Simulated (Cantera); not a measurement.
An adiabatic, constant-pressure homogeneous reactor starts with 1.26 % C3H8, 13.7 % O2, 85.0 % N2, equivalence ratio 0.46, at 1800 K and 24.0 bar.

Model: GRI-Mech 3.0 (53 species, 325 reactions), integrated in Cantera. GRI-Mech 3.0 was tuned for natural gas; its chemistry of propane as a main component is partial and can be far from experiment. The pressure lies above the range GRI-Mech 3.0 was tuned for (to about 10 atm).

**Question.** Predict: time of steepest temperature rise; temperature at 0.200 s; equilibrium temperature; x(O2) at 0.200 s; x(O) at 0.200 s.

**Answer.** 
* **time of steepest temperature rise**: 1.58 µs
* **temperature at 0.200 s**: 2426 K
* **equilibrium temperature**: 2426 K
* **x(O2) at 0.200 s**: 0.0670 (gas-phase equilibrium 0.0670)
* **x(O) at 0.200 s**: 0.000529 (gas-phase equilibrium 0.000529)
